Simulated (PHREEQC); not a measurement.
Solution (20 °C): 0.00097 mol H2SO4, 0.011 mol CsF and 6.9e-05 mol (NH4)2HPO4 per kg of water. Closed to the air; pH follows from the charge balance.

Computed with PHREEQC (ion-association model, wateq4f.dat).

Each row changes one thing in this solution. No solid was allowed to form.

| case | pH | ionic strength (mol/kgw) | HSO4- (mol/kgw) | NH4SO4- (mol/kgw) | NH3 (mol/kgw) |
|---|---|---|---|---|---|
| as made | 3.84 | 0.0123 | 8.74e-6 | 1.09e-6 | 3.37e-10 |
| CsF left out | 2.78 | 0.00275 | 0.000106 | 1.21e-6 | 3.09e-11 |
| (NH4)2HPO4 replaced by (NH4)2SO4 at the same molality | 3.82 | 0.0123 | 9.76e-6 | 1.17e-6 | 3.23e-10 |
| (NH4)2HPO4 from 6.9e-05 to 3.45e-05 mol/kgw | 3.83 | 0.0122 | 8.94e-6 | 5.46e-7 | 1.65e-10 |
| CsF from 0.011 to 0.055 mol/kgw | 4.58 | 0.0561 | 1.23e-6 | 7.65e-7 | 1.68e-9 |

H3PO4, which wateq4f.dat lacks, is added to it with the constant of phreeqc.dat.
